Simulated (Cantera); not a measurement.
Feed: 1 mol BaF2, 0.038 mol O2, 6.7 mol N2, at 7.90e-6 bar.

Equilibrium computed with Cantera from the NASA thermochemical tables; the gas is ideal and each condensed phase is pure. Candidate condensed phases: Ba, BaF2, BaO; 20 gas species. Equilibrium is a limit: real reactors are often held back by kinetics, nucleation or transport. All values below are at 1750 K.

Base state: N2 0.865, BaF2 0.129, O2 0.00383, O 0.00165, NO 0.000494, F 0.000311, BaF 0.000310 (mole fractions); condensed: gas only.

Question: What changes in the equilibrium state with this change: pressure from 7.90e-6 bar to 4.20e-5 bar?

Answer: 
| species | before | after |
|---|---|---|
| N2 | 0.865 | 0.865 |
| BaF2 | 0.129 | 0.129 |
| O2 | 0.00383 | 0.00427 |
| O | 0.00165 | 0.000754 |
| F | 0.000311 | 0.000135 |
| BaF | 0.000310 | 0.000135 |
| NO | 0.000494 | 0.000521 |
